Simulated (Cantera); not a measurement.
Charge: 1 mol Fe(CO)₅, 0.22 mol O₂, 15 mol H₂, equilibrated at 1277 °C.

Equilibrium computed with Cantera from the NASA thermochemical tables; the gas is ideal and each condensed phase is pure. Candidate condensed phases: C, C₆H₆, C₇H₈, C₈H₁₈, Fe, Fe(CO)₅, FeO, Fe(OH)₂, Fe(OH)₃, Fe₂O₃, Fe₃O₄, H₂O; 114 gas species. Rates play no part.

x: gas mole fraction; n: condensed amount in mol.

| P (Pa) | x H₂ | x CO | x H₂O | x Fe | x H | x CO₂ | x CH₄ | n Fe(γ) |
|---|---|---|---|---|---|---|---|---|
| 10 | 0.725 | 0.246 | 0.0195 | 0.00419 | 0.00268 | 0.00237 | <1e-12 | 0.916 |
| 36 | 0.728 | 0.247 | 0.0196 | 0.00116 | 0.00142 | 0.00238 | 1.56e-12 | 0.977 |
| 130 | 0.729 | 0.247 | 0.0196 | 0.000322 | 0.000746 | 0.00238 | 2.04e-11 | 0.994 |
| 460 | 0.730 | 0.248 | 0.0196 | (withheld) | (withheld) | 0.00238 | (withheld) | 0.998 |
| 1700 | 0.730 | 0.248 | 0.0196 | 2.47e-5 | 0.000206 | 0.00238 | 3.50e-9 | 1.000 |
| 6000 | 0.730 | 0.248 | 0.0196 | (withheld) | (withheld) | 0.00238 | (withheld) | 1.000 |
| 22000 | 0.730 | 0.248 | 0.0196 | 1.91e-6 | 5.74e-5 | 0.00238 | 5.86e-7 | 1.000 |
| 77000 | 0.730 | 0.248 | 0.0196 | 5.44e-7 | 3.07e-5 | 0.00238 | 7.18e-6 | 1.000 |
| 280000 | 0.730 | 0.248 | 0.0197 | 1.50e-7 | 1.61e-5 | 0.00239 | 9.45e-5 | 1.000 |
| 1000000 | 0.729 | 0.247 | 0.0207 | 4.19e-8 | 8.50e-6 | 0.00251 | 0.00114 | 1.000 |

### Question
What belongs in the gaps?

### Answer

- 6000, x Fe: 6.99e-6
- 6000, x H: 0.000110
- 6000, x CH₄: 4.36e-8
- 460, x Fe: 9.11e-5
- 460, x H: 0.000397
- 460, x CH₄: 2.56e-10
